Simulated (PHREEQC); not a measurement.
0.91 g of hydrous ferric oxide (600 m²/g; 0.2 weak and 0.005 strong sites per Fe, Dzombak-Morel constants, diffuse double layer) in 1 kg of water with 0.005 mol/kgw of an inert sodium salt and 4.3e-05 mol/kgw CuCl2, at 25 °C; the pH is set by adding NaOH or the inert anion's acid. Oxygen alone is held at its pressure in air (log pO2 = -0.68). CO2 from the air is kept out. Nothing may precipitate in this run.

Base run: PHREEQC, ion-association model, wateq4f.dat. Each further column changes one thing. The table gives surface potential ψ (mV).

```json
[
 {"pH": "3", "base": "212", "background salt from 0.005 to 0.0005 mol/kgw": "231", "oxide from 0.91 to 4.5 g/kgw": "204"},
 {"pH": "3.38", "base": "207", "background salt from 0.005 to 0.0005 mol/kgw": "227", "oxide from 0.91 to 4.5 g/kgw": "200"},
 {"pH": "4.12", "base": "189", "background salt from 0.005 to 0.0005 mol/kgw": "207", "oxide from 0.91 to 4.5 g/kgw": "185"},
 {"pH": "4.5", "base": "177", "background salt from 0.005 to 0.0005 mol/kgw": "193", "oxide from 0.91 to 4.5 g/kgw": "174"},
 {"pH": "5.25", "base": "149", "background salt from 0.005 to 0.0005 mol/kgw": "161", "oxide from 0.91 to 4.5 g/kgw": "147"},
 {"pH": "5.62", "base": "133", "background salt from 0.005 to 0.0005 mol/kgw": "143", "oxide from 0.91 to 4.5 g/kgw": "131"},
 {"pH": "6.38", "base": "97", "background salt from 0.005 to 0.0005 mol/kgw": "102", "oxide from 0.91 to 4.5 g/kgw": "95"},
 {"pH": "6.75", "base": "77", "background salt from 0.005 to 0.0005 mol/kgw": "81", "oxide from 0.91 to 4.5 g/kgw": "76"},
 {"pH": "7.5", "base": "36", "background salt from 0.005 to 0.0005 mol/kgw": "38", "oxide from 0.91 to 4.5 g/kgw": "35"},
 {"pH": "7.88", "base": "15", "background salt from 0.005 to 0.0005 mol/kgw": "16", "oxide from 0.91 to 4.5 g/kgw": "13"},
 {"pH": "8.62", "base": "-26", "background salt from 0.005 to 0.0005 mol/kgw": "-27", "oxide from 0.91 to 4.5 g/kgw": "-28"},
 {"pH": "9", "base": "-48", "background salt from 0.005 to 0.0005 mol/kgw": "-49", "oxide from 0.91 to 4.5 g/kgw": "-49"}
]
```

The database's constant for dissolved Cu(OH)2 is higher than later reviews accept. The oxide is taken as insoluble; below pH 4 it would dissolve.
